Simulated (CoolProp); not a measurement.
Vapour-liquid equilibrium of carbon dioxide (1) + 1-butene (2) at -40.05 °C; x and y are mole fractions of (1).

Values from CoolProp's multi-fluid Helmholtz-energy mixture model, Span 1996 and Lemmon 2005; pair parameters Bell 2016.

```csv
x,bubble pressure (MPa),y at the bubble point,dew pressure at overall composition x (MPa),liquid density (mol/L)
0.05,0.08885,0.762,0.02290,…
0.2,0.2989,0.935,0.02717,13.36
0.35,0.4834,0.964,0.03337,14.74
0.5,0.6225,0.975,0.04320,16.36
0.65,0.7284,0.982,0.06124,18.33
0.8,0.8283,…,0.1052,…
0.95,0.9516,0.996,0.3714,24.04
```

Problem. Complete the blanks.

Solution. 
- 0.05, liquid density (mol/L): 12.18
- 0.8, y at the bubble point: 0.988
- 0.8, liquid density (mol/L): 20.80

No azeotrope shows between x = 0.05 and 0.95.

Pair parameters are fitted to limited data, so mixtures are less certain than the pure fluids.
